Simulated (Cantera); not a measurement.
# Carbon deposition, reforming and gasification: CO + H2

A closed system holds: 1 mol CO, a varied amount of H2, equilibrated at 1523.15 K and 28.0 bar.

Method: chemical equilibrium by Gibbs-energy minimisation in Cantera with the NASA 1993 tables (ideal gas, pure condensed phases). Candidate condensed phases: C, C6H6, C7H8, C8H18, H2O; 110 gas species. The numbers say what is thermodynamically allowed, not how fast it happens.

```csv
n(H2) (mol),x H2,x CO,x CH4,x H2O
2.7,0.706,0.261,0.0166,0.0146
5.2,0.820,0.150,0.0152,0.0143
7.6,0.867,0.105,0.0137,0.0131
10,0.895,0.0803,0.0125,0.0121
12,0.910,0.0667,0.0116,0.0113
15,0.926,0.0530,0.0106,0.0104
17,0.933,0.0464,0.0101,0.00988
20,0.942,0.0390,0.00933,0.00920
22,0.947,0.0352,0.00892,0.00881
25,0.953,0.0306,0.00839,0.00829
27,0.956,0.0281,0.00808,0.00799
29,0.958,0.0260,0.00779,0.00772
32,0.962,0.0233,0.00741,0.00735
```
x: gas mole fraction; nothing condenses.

From 2.7 mol H2 to 32 mol H2 nothing is condensed. The main C-bearing gas is CO throughout.
